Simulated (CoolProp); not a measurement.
Vapour-liquid equilibrium of acetone (1) + n-heptane (2) at 64.75 °C; x and y are mole fractions of (1).

Computed with CoolProp (multi-fluid Helmholtz-energy mixture model, Lemmon 2006 and Span 2003; pair parameters Bell 2016).

```json
[
 {"x": "0.05", "bubble pressure, mixture model (bar)": "0.5397", "bubble pressure, Raoult's law (bar)": "0.3858", "y, mixture model": "?", "y, Raoult's law": "0.175"},
 {"x": "0.125", "bubble pressure, mixture model (bar)": "0.7737", "bubble pressure, Raoult's law (bar)": "0.4621", "y, mixture model": "?", "y, Raoult's law": "0.366"},
 {"x": "0.2", "bubble pressure, mixture model (bar)": "0.9388", "bubble pressure, Raoult's law (bar)": "0.5383", "y, mixture model": "0.688", "y, Raoult's law": "0.502"},
 {"x": "0.275", "bubble pressure, mixture model (bar)": "?", "bubble pressure, Raoult's law (bar)": "0.6145", "y, mixture model": "0.735", "y, Raoult's law": "0.605"},
 {"x": "0.35", "bubble pressure, mixture model (bar)": "1.132", "bubble pressure, Raoult's law (bar)": "0.6907", "y, mixture model": "?", "y, Raoult's law": "0.685"},
 {"x": "0.425", "bubble pressure, mixture model (bar)": "1.187", "bubble pressure, Raoult's law (bar)": "0.7669", "y, mixture model": "?", "y, Raoult's law": "0.749"},
 {"x": "0.5", "bubble pressure, mixture model (bar)": "1.226", "bubble pressure, Raoult's law (bar)": "0.8431", "y, mixture model": "?", "y, Raoult's law": "0.801"},
 {"x": "0.575", "bubble pressure, mixture model (bar)": "1.257", "bubble pressure, Raoult's law (bar)": "0.9193", "y, mixture model": "0.813", "y, Raoult's law": "0.845"},
 {"x": "0.65", "bubble pressure, mixture model (bar)": "1.284", "bubble pressure, Raoult's law (bar)": "0.9955", "y, mixture model": "?", "y, Raoult's law": "0.882"},
 {"x": "0.725", "bubble pressure, mixture model (bar)": "1.309", "bubble pressure, Raoult's law (bar)": "1.072", "y, mixture model": "0.844", "y, Raoult's law": "0.914"},
 {"x": "0.8", "bubble pressure, mixture model (bar)": "?", "bubble pressure, Raoult's law (bar)": "1.148", "y, mixture model": "0.866", "y, Raoult's law": "0.942"},
 {"x": "0.875", "bubble pressure, mixture model (bar)": "1.350", "bubble pressure, Raoult's law (bar)": "1.224", "y, mixture model": "0.899", "y, Raoult's law": "0.966"},
 {"x": "0.95", "bubble pressure, mixture model (bar)": "1.358", "bubble pressure, Raoult's law (bar)": "1.300", "y, mixture model": "0.949", "y, Raoult's law": "0.987"}
]
```

Task: What belongs in the gaps?

Result: 
- 0.05, y, mixture model: 0.400
- 0.125, y, mixture model: 0.602
- 0.275, bubble pressure, mixture model (bar): 1.053
- 0.35, y, mixture model: 0.764
- 0.425, y, mixture model: 0.784
- 0.5, y, mixture model: 0.799
- 0.65, y, mixture model: 0.827
- 0.8, bubble pressure, mixture model (bar): 1.331

The largest gap from Raoult's law is +74.4 % in bubble pressure, at x = 0.2. y crosses x between x = 0.875 and 0.95: the model has an azeotrope there.

The pair parameters rest on a limited set of measurements; away from them the model extrapolates. With so large a gap from Raoult's law the liquid may split in two, which this calculation doesn't test in full.
